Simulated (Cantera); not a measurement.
Cantera run:

```python
import numpy as np
import cantera as ct

gas_names = [...]  # 91 gases of nasa_gas.yaml made of C, Cl, H
cond_names = """
    C(gr) C6H6(L) C7H8(L) C8H18(L),n-octa
""".split()


# ... load() reads the species with a 1 bar reference pressure and builds the phases ...
atoms = {
    'CCl4': {'C': 1, 'CL': 4},
    'H2': {'H': 2},
    'CH4': {'C': 1, 'H': 4},
}
top_T = {'C(gr)': 4500}  # K; cautious upper limits of use, not melting points


# ... equilibrate(T, P, feed) seeds the gas with the atoms and calls Mixture.equilibrate('TP', solver="vcs", rtol=1e-11, max_steps=5000) ...
results = []
feed = {'CCl4': 1, 'H2': 8.9, 'CH4': 0.27}  # mol
P = 1.1  # Pa
for T in [1448, 1648, 1848, 2048, 2248, 2448, 2648]:
    mix = equilibrate(T, P, feed)
    results.append((T, P, feed, dict(zip(mix.species_names, mix.species_moles))))
    x = sorted(zip(gas.X, gas.species_names), reverse=True)
    print(f"T = {T:g} K  P = {P:g} Pa  gas = {mix.phase_moles(0):.4g} mol")
    print("   x: " + "  ".join(f"{s} {v:.3e}" for v, s in x if v > 0.0001))
    print("   condensed (mol): " + ("  ".join(f"{mix.phase(i).name} {mix.phase_moles(i):.4g}"
          for i in range(1, mix.n_phases) if mix.phase_moles(i) > 1e-12) or "none"))
```

Output:

```
T = 1448 K  P = 1.1 Pa  gas = 11.46 mol
   x: H2 6.487e-01  HCL 3.481e-01  H 2.238e-03  CL 9.787e-04
   condensed (mol): C(gr) 1.27
T = 1648 K  P = 1.1 Pa  gas = 11.62 mol
   x: H2 6.342e-01  HCL 3.355e-01  H 2.138e-02  CL 8.871e-03
   condensed (mol): C(gr) 1.269
T = 1848 K  P = 1.1 Pa  gas = 12.46 mol
   x: H2 5.594e-01  HCL 2.761e-01  H 1.196e-01  CL 4.485e-02  C2H2,acetylene 1.440e-04
   condensed (mol): C(gr) 1.266
T = 2048 K  P = 1.1 Pa  gas = 15.41 mol
   x: H 3.960e-01  H2 3.441e-01  HCL 1.401e-01  CL 1.194e-01  C2H2,acetylene 3.607e-04
   condensed (mol): C(gr) 1.258
T = 2248 K  P = 1.1 Pa  gas = 20.21 mol
   x: H 7.007e-01  CL 1.653e-01  H2 1.001e-01  HCL 3.261e-02  C3 5.683e-04  C2H2,acetylene 3.315e-04  C 3.201e-04
   condensed (mol): C(gr) 1.21
T = 2448 K  P = 1.1 Pa  gas = 22.89 mol
   x: H 7.846e-01  CL 1.695e-01  H2 1.709e-02  C3 1.490e-02  C 6.635e-03  HCL 5.200e-03  C2 1.494e-03  C2H 3.606e-04  C2H2,acetylene 1.224e-04
   condensed (mol): none
T = 2648 K  P = 1.1 Pa  gas = 23.65 mol
   x: H 7.909e-01  CL 1.682e-01  C 2.702e-02  C3 7.101e-03  H2 3.181e-03  C2 2.571e-03  HCL 9.690e-04  C2H 1.019e-04
   condensed (mol): none
```

Cantera equilibrium calculation (NASA polynomials, part measured and part estimated; ideal gas, pure solids and liquids).
